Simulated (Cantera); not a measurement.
Cantera run:

```python
import numpy as np
import cantera as ct

gas_names = """
    Br Br2 Si SiBr SiBr2 SiBr3 SiBr4 Si2 Si3
""".split()
cond_names = """
    Br2(cr) Br2(L) Si(cr) Si(L)
""".split()


def load(file, names, dense=False):
    # The tables refer to 1 bar. Condensed volumes are neglected.
    table = {s.name: s for s in ct.Species.list_from_file(file)}
    out = []
    for n in names:
        d = dict(table[n].input_data)
        d["thermo"] = dict(d["thermo"], **{"reference-pressure": 1e5})
        if dense:
            d["equation-of-state"] = {"model": "constant-volume", "density": "1e6 g/cm^3"}
        out.append(ct.Species.from_dict(d))
    return out


gas = ct.Solution(thermo="ideal-gas", species=load("nasa_gas.yaml", gas_names))
cond = {s.name: ct.Solution(thermo="fixed-stoichiometry", species=[s], name=s.name)
        for s in load("nasa_condensed.yaml", cond_names, dense=True)}
atoms = {
    'Si': {'Si': 1},
    'Br2': {'Br': 2},
}
top_T = {}  # K; cautious upper limits of use, not melting points


def equilibrate(T, P, feed):
    n = {}
    for name, mol in feed.items():
        for a, k in atoms[name].items():
            n[a] = n.get(a, 0.0) + k * mol
    gas.TPX = T, P, n
    mass = sum(n.values()) * gas.mean_molecular_weight
    gas.equilibrate("TP")
    valid = [c for c in cond.values() if c.min_temp <= T <= top_T.get(c.name, c.max_temp)]
    mix = ct.Mixture([(gas, mass / gas.mean_molecular_weight)] + [(c, 0.0) for c in valid])
    mix.T, mix.P = T, P
    mix.equilibrate("TP", solver="vcs", rtol=1e-11, max_steps=5000)
    return mix


results = []
feed = {'Si': 1, 'Br2': 9.7}  # mol
T = 475  # K
P = 13000  # Pa
mix = equilibrate(T, P, feed)
results.append((T, P, feed, dict(zip(mix.species_names, mix.species_moles))))
x = sorted(zip(gas.X, gas.species_names), reverse=True)
print(f"T = {T:g} K  P = {P:g} Pa  gas = {mix.phase_moles(0):.4g} mol")
print("   x: " + "  ".join(f"{s} {v:.3e}" for v, s in x if v > 0.0001))
print("   condensed (mol): " + ("  ".join(f"{mix.phase(i).name} {mix.phase_moles(i):.4g}"
      for i in range(1, mix.n_phases) if mix.phase_moles(i) > 1e-12) or "none"))
```

Result:

```
T = 475 K  P = 13000 Pa  gas = 8.7 mol
   x: Br2 8.851e-01  SiBr4 1.149e-01
   condensed (mol): none
```

These are equilibrium values from Cantera (NASA tables, ideal gas, pure condensed phases), not measurements of a reactor.
